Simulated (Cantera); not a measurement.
A perfectly stirred reactor is fed with H₂ : O₂ : N₂ = 1 : 0.602 : 2.27 (molar parts), equivalence ratio 0.83, at 0.819 atm; it is adiabatic with a 775 K inlet, and is followed from long to short residence time, starting on the burning branch (τ in s: 0.17, 0.072, 0.03, 0.013, 0.0054, 0.0023, 0.00096, 0.00041, 0.00017, 7.2e-05, 3e-05).

Model: GRI-Mech 3.0 (53 species, 325 reactions), integrated in Cantera.

### Question
What does this change do: inlet temperature 775 to 575 K?

### Answer
```
quantity                                                                          before                                   after
------------------------------------------------  --------------------------------------  --------------------------------------
blow-out, bracketed by the residence times tried  burning at 30.0 µs, the shortest tried  burning at 30.0 µs, the shortest tried
x(H₂) at τ = 0.170 s                                                              0.0100                                 0.00607
x(O₂) at τ = 0.170 s                                                              0.0274                                  0.0276
x(OH) at τ = 0.170 s                                                              0.0143                                  0.0103
x(N₂O) at τ = 0.170 s                                                            3.32e-7                                 2.71e-7
x(NO) at τ = 0.170 s                                                             0.00680                                 0.00496
x(H₂) at τ = 2.30 ms                                                              0.0165                                  0.0143
x(O₂) at τ = 2.30 ms                                                              0.0321                                  0.0322
x(OH) at τ = 2.30 ms                                                              0.0182                                  0.0153
x(N₂O) at τ = 2.30 ms                                                            1.90e-7                                 1.62e-7
x(NO) at τ = 2.30 ms                                                            0.000924                                0.000372
```

### Question
What does this change do: inlet temperature 775 to 698 K?

### Answer
```json
[
 {"quantity": "blow-out, bracketed by the residence times tried", "before": "burning at 30.0 µs, the shortest tried", "after": "burning at 30.0 µs, the shortest tried"},
 {"quantity": "x(H₂) at τ = 0.170 s", "before": "0.0100", "after": "0.00837"},
 {"quantity": "x(O₂) at τ = 0.170 s", "before": "0.0274", "after": "0.0274"},
 {"quantity": "x(OH) at τ = 0.170 s", "before": "0.0143", "after": "0.0127"},
 {"quantity": "x(N₂O) at τ = 0.170 s", "before": "3.32e-7", "after": "3.08e-7"},
 {"quantity": "x(NO) at τ = 0.170 s", "before": "0.00680", "after": "0.00614"},
 {"quantity": "x(H₂) at τ = 2.30 ms", "before": "0.0165", "after": "0.0155"},
 {"quantity": "x(O₂) at τ = 2.30 ms", "before": "0.0321", "after": "0.0321"},
 {"quantity": "x(OH) at τ = 2.30 ms", "before": "0.0182", "after": "0.0171"},
 {"quantity": "x(N₂O) at τ = 2.30 ms", "before": "1.90e-7", "after": "1.77e-7"},
 {"quantity": "x(NO) at τ = 2.30 ms", "before": "0.000924", "after": "0.000657"}
]
```
